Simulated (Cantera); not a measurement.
A closed system holds: 1 mol SiHCl3, 0.29 mol N2, 4.2 mol NH3, held at 0.270 bar.

These are equilibrium values from Cantera (NASA tables, ideal gas, pure condensed phases), not measurements of a reactor. Candidate condensed phases: NH4Cl, Si, Si3N4; 28 gas species. The tables' values for SiCl3 are old estimates; treat these amounts as uncertain. The numbers say what is thermodynamically allowed, not how fast it happens. All values below are at 1498 K.

Base state: H2 0.542, HCl 0.270, N2 0.178, SiCl2 0.00417, SiCl4 0.00308, SiCl3 0.00200, SiHCl3 0.000635, H 2.43e-5 (mole fractions); condensed: Si3N4(s).

What changes in the equilibrium state with this change: N2 from 0.29 to 30 mol?


| species | before | after |
|---|---|---|
| N2 | 0.178 | 0.791 |
| H2 | 0.542 | 0.134 |
| HCl | 0.270 | 0.0737 |
| SiCl2 | 0.00417 | 0.000463 |
| SiH2Cl2 | 2.08e-5 | 5.73e-7 |
| SiHCl3 | 0.000635 | 1.93e-5 |
| SiCl4 | 0.00308 | 0.000103 |
| SiCl3 | 0.00200 | 0.000122 |
| H | 2.43e-5 | 1.21e-5 |
| Si3N4(s), mol | 0.300 | 0.324 |
